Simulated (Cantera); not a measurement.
What does this Cantera script print?

```python
import numpy as np
import cantera as ct

gas_names = [...]  # 131 gases of nasa_gas.yaml made of C, H, O
cond_names = """
    C(gr) C6H6(L) C7H8(L) C8H18(L),n-octa H2O(s) H2O(L)
""".split()


# ... load() reads the species with a 1 bar reference pressure and builds the phases ...
atoms = {
    'C3H8': {'C': 3, 'H': 8},
    'CO2': {'C': 1, 'O': 2},
    'H2': {'H': 2},
}
top_T = {'C(gr)': 4500}  # K; cautious upper limits of use, not melting points


# ... equilibrate(T, P, feed) seeds the gas with the atoms and calls Mixture.equilibrate('TP', solver="vcs", rtol=1e-11, max_steps=5000) ...
results = []
feed = {'C3H8': 1, 'CO2': 3.5, 'H2': 87}  # mol
P = 5800000  # Pa
for T in [2500, 2750, 3000, 3250, 3500, 3750, 4000, 4250, 4500, 4750, 5000]:
    mix = equilibrate(T, P, feed)
    results.append((T, P, feed, dict(zip(mix.species_names, mix.species_moles))))

top = {s: max(r[3][s] / sum(r[3][g] for g in gas_names) for r in results) for s in gas_names}
cols = sorted((s for s in top if top[s] > 0.0001), key=lambda s: -top[s])[:7]
seen = [c for c in cond_names if any(r[3].get(c, 0) > 1e-12 for r in results)]
print("log10 of partial pressures in bar; condensed amounts in mol")
print(f"{'T/K':>10s}" + "".join(f"{s[:9]:>10s}" for s in cols + seen))
for T, P, feed, n in results:
    ng = sum(n[g] for g in gas_names)
    print(f"{T:10.4g}" + "".join(f"{np.log10(max(n[s] / ng * P / 1e5, 1e-99)):10.3f}" for s in cols)
          + "".join(f"{n.get(c, 0):10.4g}" for c in seen))
```

Output:

```
log10 of partial pressures in bar; condensed amounts in mol
       T/K        H2         H        CO       H2O        OH         O       CH4
      2500     1.730    -0.735     0.585    -0.521    -3.669    -6.315    -2.143
      2750     1.727    -0.301     0.585    -0.529    -3.128    -5.355    -2.543
      3000     1.722     0.059     0.582    -0.535    -2.677    -4.552    -2.880
      3250     1.713     0.363     0.578    -0.545    -2.297    -3.871    -3.171
      3500     1.697     0.620     0.571    -0.562    -1.976    -3.288    -3.432
      3750     1.674     0.838     0.560    -0.590    -1.707    -2.786    -3.674
      4000     1.640     1.023     0.545    -0.634    -1.485    -2.353    -3.906
      4250     1.595     1.178     0.526    -0.702    -1.310    -1.983    -4.132
      4500     1.535     1.307     0.503    -0.799    -1.183    -1.673    -4.354
      4750     1.462     1.412     0.476    -0.932    -1.105    -1.421    -4.570
      5000     1.374     1.495     0.448    -1.102    -1.074    -1.223    -4.779
```

These are equilibrium values from Cantera (NASA tables, ideal gas, pure condensed phases), not measurements of a reactor. The ideal-gas law is rough above about 30 bar.
